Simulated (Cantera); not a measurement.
## Catalytic stagnation flow on Pt

A jet of 3.00 % H₂, 18.0 % O₂, 79.0 % N₂ at 300 K and 0.190 bar hits a platinum plate 6.3 cm away at a mass flux of 0.052 kg/m²/s; the plate temperature is set and raised in steps from an oxygen-covered start.

Model: Deutschmann's 1995 Pt surface mechanism with GRI-Mech 3.0 gas chemistry, integrated in Cantera. Catalytic surfaces can have several steady states; this one follows from the mechanism file's or the stated starting coverage.

| plate T (K) | wall x H₂ | wall x O₂ | wall x H₂O | wall x OH | θ free Pt | θ O* | θ OH* |
|---|---|---|---|---|---|---|---|
| 600 | 0.00244 | 0.150 | 0.0538 | <1e-8 | 0.0266 | 0.966 | 0.00705 |
| 650 | 0.00241 | 0.150 | 0.0534 | <1e-8 | 0.0282 | 0.967 | 0.00474 |
| 700 | 0.00225 | 0.150 | 0.0534 | <1e-8 | 0.0316 | 0.965 | 0.00346 |
| 750 | 0.00179 | 0.150 | 0.0539 | <1e-8 | 0.0422 | 0.955 | 0.00290 |
| 800 | 0.00120 | 0.150 | 0.0547 | <1e-8 | 0.0660 | 0.931 | 0.00271 |
| 850 | 0.000810 | 0.149 | 0.0552 | 1.34e-8 | 0.103 | 0.894 | 0.00259 |
| 900 | 0.000573 | 0.149 | 0.0554 | 4.10e-8 | 0.151 | 0.846 | 0.00244 |
x: mole fraction at the wall; θ: surface coverage.
